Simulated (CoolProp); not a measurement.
Vapour-liquid equilibrium of m-xylene (1) + n-decane (2) at 0.021 MPa; x and y are mole fractions of (1).

The numbers come from the multi-fluid Helmholtz-energy mixture model, Zhou 2012 and Lemmon 2006; pair parameters Bell 2016 in CoolProp.

```csv
x,"bubble temperature, mixture model (°C)","bubble temperature, Raoult's law (°C)","y, mixture model","y, Raoult's law"
0.05,118.1,118.5,0.142,0.134
0.2,110.8,111.5,0.441,0.433
0.35,105.1,105.7,0.629,0.629
0.5,…,100.9,…,0.764
0.65,…,96.7,…,0.861
0.8,…,93.0,…,0.932
0.95,89.7,89.8,…,0.985
```

### Question
Fill in the missing entries.

### Answer

- 0.5, bubble temperature, mixture model (°C): 100.4
- 0.5, y, mixture model: 0.758
- 0.65, bubble temperature, mixture model (°C): 96.4
- 0.65, y, mixture model: 0.854
- 0.8, bubble temperature, mixture model (°C): 92.9
- 0.8, y, mixture model: 0.927
- 0.95, y, mixture model: 0.984

The largest gap from Raoult's law is -0.7 K in bubble temperature, at x = 0.2. No azeotrope shows between x = 0.05 and 0.95.

The pair parameters rest on a limited set of measurements; away from them the model extrapolates.
